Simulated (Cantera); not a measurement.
Feed: 1 mol Si, 19 mol HCl, equilibrated at 900 K and 4.35 Torr.

These are equilibrium values from Cantera (NASA tables, ideal gas, pure condensed phases), not measurements of a reactor. Candidate condensed phases: Si; 19 gas species. Equilibrium is a limit: real reactors are often held back by kinetics, nucleation or transport.

Base state: HCl 0.833, H₂ 0.111, SiCl₄ 0.0555, SiHCl₃ 2.10e-5 (mole fractions); condensed: gas only.

Task: What changes in the equilibrium state with this change: HCl from 19 to 1.6 mol?

Result: 
```tsv
species	before	after
H₂	0.111	0.644
SiCl₄	0.0555	0.304
SiHCl₃	2.10e-5	0.0308
HCl	0.833	0.0181
SiH₂Cl₂	<1e-9	0.000296
SiCl₂	1.02e-8	0.000689
SiCl₃	3.45e-6	0.00210
Si(s), mol	0	0.595
```
The tables' values for SiCl₃ are old estimates; treat these amounts as uncertain.
